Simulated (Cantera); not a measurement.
A perfectly stirred reactor is fed with 1.66 % H₂, 1.10 % O₂, 97.2 % N₂, equivalence ratio 0.75, at 100.0 Torr; it is held at 998 K, and followed from long to short residence time.

Cantera simulation using the H2/O2 subset of GRI-Mech 3.0, which has no nitrogen chemistry; the numbers are that mechanism's predictions, not measurements. Radical loss at walls, strong at low pressure, is not modelled.

Problem. Predict: x(H₂) at τ = 27.0 s; x(O₂) at τ = 27.0 s; x(H₂O₂) at τ = 27.0 s; x(OH) at τ = 27.0 s; x(H₂O) at τ = 27.0 s; x(H₂) at τ = 0.250 s; x(O₂) at τ = 0.250 s; x(H₂O₂) at τ = 0.250 s; x(OH) at τ = 0.250 s; x(H₂O) at τ = 0.250 s.

Solution. 
* **x(H₂) at τ = 27.0 s**: 4.66e-5
* **x(O₂) at τ = 27.0 s**: 0.00280
* **x(H₂O₂) at τ = 27.0 s**: 3.44e-8
* **x(OH) at τ = 27.0 s**: 1.19e-5
* **x(H₂O) at τ = 27.0 s**: 0.0167
* **x(H₂) at τ = 0.250 s**: 0.000781
* **x(O₂) at τ = 0.250 s**: 0.00324
* **x(H₂O₂) at τ = 0.250 s**: 3.17e-8
* **x(OH) at τ = 0.250 s**: 5.95e-5
* **x(H₂O) at τ = 0.250 s**: 0.0156
